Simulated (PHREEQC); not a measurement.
3.1 g of hydrous ferric oxide (600 m²/g; 0.2 weak and 0.005 strong sites per Fe, Dzombak-Morel constants, diffuse double layer) in 1 kg of water with 0.3 mol/kgw of an inert sodium salt and 0.59 mmol/kgw BaCl2 and 0.16 mmol/kgw MnCl2, at 25 °C; the pH is set by adding NaOH or the inert anion's acid. The system is closed to oxygen. The system is closed to CO2. Nothing may precipitate in this run.

Computed with PHREEQC (ion-association model, wateq4f.dat).

```json
[
 {"pH": "3", "Ba sorbed (%)": "0.0", "Mn sorbed (%)": "0.0", "surface charge σ (C/m²)": "0.368", "surface potential ψ (mV)": "125"},
 {"pH": "3.67", "Ba sorbed (%)": "0.0", "Mn sorbed (%)": "0.0", "surface charge σ (C/m²)": "0.360", "surface potential ψ (mV)": "124"},
 {"pH": "4.33", "Ba sorbed (%)": "0.0", "Mn sorbed (%)": "0.0", "surface charge σ (C/m²)": "0.332", "surface potential ψ (mV)": "120"},
 {"pH": "5", "Ba sorbed (%)": "0.1", "Mn sorbed (%)": "0.8", "surface charge σ (C/m²)": "0.270", "surface potential ψ (mV)": "110"},
 {"pH": "5.67", "Ba sorbed (%)": "0.4", "Mn sorbed (%)": "9.9", "surface charge σ (C/m²)": "0.191", "surface potential ψ (mV)": "93"},
 {"pH": "6.33", "Ba sorbed (%)": "1.6", "Mn sorbed (%)": "47.9", "surface charge σ (C/m²)": "0.123", "surface potential ψ (mV)": "72"},
 {"pH": "7", "Ba sorbed (%)": "4.2", "Mn sorbed (%)": "83.7", "surface charge σ (C/m²)": "0.069", "surface potential ψ (mV)": "48"},
 {"pH": "7.67", "Ba sorbed (%)": "10.4", "Mn sorbed (%)": "96.7", "surface charge σ (C/m²)": "0.028", "surface potential ψ (mV)": "22"},
 {"pH": "8.33", "Ba sorbed (%)": "21.1", "Mn sorbed (%)": "99.5", "surface charge σ (C/m²)": "-0.006", "surface potential ψ (mV)": "-5"},
 {"pH": "9", "Ba sorbed (%)": "41.3", "Mn sorbed (%)": "99.9", "surface charge σ (C/m²)": "-0.041", "surface potential ψ (mV)": "-31"},
 {"pH": "9.67", "Ba sorbed (%)": "79.1", "Mn sorbed (%)": "100.0", "surface charge σ (C/m²)": "-0.083", "surface potential ψ (mV)": "-55"},
 {"pH": "10.33", "Ba sorbed (%)": "96.4", "Mn sorbed (%)": "100.0", "surface charge σ (C/m²)": "-0.136", "surface potential ψ (mV)": "-77"},
 {"pH": "11", "Ba sorbed (%)": "99.3", "Mn sorbed (%)": "100.0", "surface charge σ (C/m²)": "-0.200", "surface potential ψ (mV)": "-95"}
]
```

Complexes and solids missing from the database can't appear. The oxide is taken as insoluble; below pH 4 it would dissolve.
